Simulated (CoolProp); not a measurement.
Vapour-liquid equilibrium of fluoroethane (R161) (1) + R227EA (2) at 0.233 MPa; x and y are mole fractions of (1).

Model: multi-fluid Helmholtz-energy mixture model, Wu 2012 and Lemmon 2016; pair parameters Bell 2016, in CoolProp.

```tsv
x	bubble temperature (K)	y at the bubble point	dew temperature at overall composition x (K)	liquid density (mol/L)
0.05	277.8	0.058	277.8	8.875
0.2	276.0	0.276	276.8	9.668
0.35	272.5	0.508	275.0	10.59
0.5	268.1	0.700	272.6	11.64
0.65	263.7	0.835	269.4	12.84
0.8	259.8	0.924	265.0	14.21
0.95	256.5	0.984	258.4	15.81
```

No azeotrope shows between x = 0.05 and 0.95.

Pair parameters are fitted to limited data, so mixtures are less certain than the pure fluids.
